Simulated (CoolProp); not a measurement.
Vapour-liquid equilibrium of carbon dioxide (1) + propane (2) at -33.15 °C; x and y are mole fractions of (1).

Model: multi-fluid Helmholtz-energy mixture model, Span 1996 and Lemmon 2009; pair parameters Kunz 2012, in CoolProp.

```
x      bubble pressure (kPa)  y at the bubble point  dew pressure at overall composition x (kPa)  liquid density (mol/L)
-----  ---------------------  ---------------------  -------------------------------------------  ----------------------
0.05                   262.3                      …                                        155.7                       …
0.125                  434.4                  0.677                                        168.8                   13.64
0.2                    594.1                  0.773                                        184.3                       …
0.275                  731.5                  0.824                                        202.8                   14.59
0.35                   842.3                  0.854                                        225.4                   15.12
0.425                  927.6                      …                                        253.5                   15.71
0.5                    992.2                  0.887                                        289.4                   16.36
0.575                   1042                  0.897                                        337.1                   17.10
0.65                    1083                  0.907                                        403.4                   17.95
0.725                   1122                  0.917                                        501.5                   18.95
0.8                     1162                  0.930                                        660.0                   20.14
0.875                   1205                  0.947                                        937.1                   21.58
0.95                    1251                  0.974                                         1210                   23.34
```

Task: Some entries are withheld; supply them.

Result: 
- 0.05, y at the bubble point: 0.445
- 0.05, liquid density (mol/L): 13.21
- 0.2, liquid density (mol/L): 14.10
- 0.425, y at the bubble point: 0.873

No azeotrope shows between x = 0.05 and 0.95.

Pair parameters are fitted to limited data, so mixtures are less certain than the pure fluids. With so large a gap from Raoult's law the liquid may split in two, which this calculation doesn't test in full.
